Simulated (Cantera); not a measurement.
Input: 1 mol CF4, 0.064 mol CH4, 9.7 mol H2, held at 1575 °C and 1.00 bar.

Cantera equilibrium calculation (NASA polynomials, part measured and part estimated; ideal gas, pure solids and liquids). Candidate condensed phases: C, C6H6, C7H8, C8H18; 95 gas species. The numbers say what is thermodynamically allowed, not how fast it happens.

Base state: H2 0.661, HF 0.338, H 0.000432, CH4 0.000288, C2H2 (acetylene) 0.000170 (mole fractions); condensed: C(graphite).

Task: What changes in the equilibrium state with this change: pressure from 1.00 bar to 1.33 mbar?

Result: 
```csv
species,before,after
H2,0.661,0.652
HF,0.338,0.336
H,0.000432,0.0117
CH4,0.000288,3.73e-7
C2H2 (acetylene),0.000170,0.000168
"C(graphite), mol",1.06,1.06
```
